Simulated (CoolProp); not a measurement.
100 sccm (0 °C, 1 atm) of nitrogen bubbles through liquid o-xylene at 315.7 K and leaves saturated at a total pressure of 0.0289 MPa (ideal gas phase). Each further row changes one setting.

Computed with CoolProp (reference Helmholtz-energy equation of state, Zhou 2012).

```tsv
case	vapour pressure (kPa)	mole fraction of vapour	delivery (mg/min)	delivery (sccm)	change of delivery for a bath 1 K warmer (%)
as stated	2.35	0.0814	42.0	8.86	5.7
bath temperature 320.7 K	3.03	0.105	55.4	11.7	5.7
total pressure 0.0578 MPa	2.35	0.0407	20.1	4.24	5.5
```
